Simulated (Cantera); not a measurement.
An isothermal, constant-pressure homogeneous reactor starts with CH₄ : H₂O : H₂ = 1 : 2.9 : 0.13 (molar parts), at 1448 K and 1.20 bar. Integrator tolerance rtol = 1e-08.

Cantera simulation using GRI-Mech 3.0 (53 species, 325 reactions); the numbers are that mechanism's predictions, not measurements.

Problem. What does this change do: pressure from 1.20 bar to 29.0 bar?

Solution. 
```json
[
 {"quantity": "x(CH₄) at 50.0 s", "before": "0.0463 (gas-phase equilibrium 9.37e-7)", "after": "0.0715 (gas-phase equilibrium 0.000541)"},
 {"quantity": "x(H₂O) at 50.0 s", "before": "0.380 (gas-phase equilibrium 0.285)", "after": "0.398 (gas-phase equilibrium 0.286)"},
 {"quantity": "x(H₂) at 50.0 s", "before": "0.444 (gas-phase equilibrium 0.549)", "after": "0.412 (gas-phase equilibrium 0.548)"},
 {"quantity": "x(H) at 50.0 s", "before": "5.60e-6 (gas-phase equilibrium 6.28e-6)", "after": "1.10e-6 (gas-phase equilibrium 1.28e-6)"},
 {"quantity": "x(HO₂) at 50.0 s", "before": "<1e-12 (gas-phase equilibrium <1e-12)", "after": "<1e-12 (gas-phase equilibrium <1e-12)"}
]
```
The pressure lies above the range GRI-Mech 3.0 was tuned for (to about 10 atm).
